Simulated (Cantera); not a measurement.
A closed system holds: 1 mol Si3N4, 0.016 mol N2O, 16 mol N2, equilibrated at 18.0 Pa.

Equilibrium computed with Cantera from the NASA thermochemical tables; the gas is ideal and each condensed phase is pure. Candidate condensed phases: Si, SiO2, Si2N2O, Si3N4; 16 gas species. Rates play no part.

Problem. What share of the Si ends up in condensed phases as a function of T (K), at 1600, 1650, 1700, 1750, 1800, 1850, 1900, 1950, 2000, 2050, 2100, 2150?

Solution. 
```
T (K)  Si condensed (%)     as
-----  ----------------  -----
1600               99.1  Si(s)
1650               98.5  Si(s)
1700               97.1  Si(l)
1750               94.2  Si(l)
1800               88.2  Si(l)
1850               76.2  Si(l)
1900               52.4  Si(l)
1950                4.1  Si(l)
2000                0.0      -
2050                0.0      -
2100                0.0      -
2150                0.0      -
```
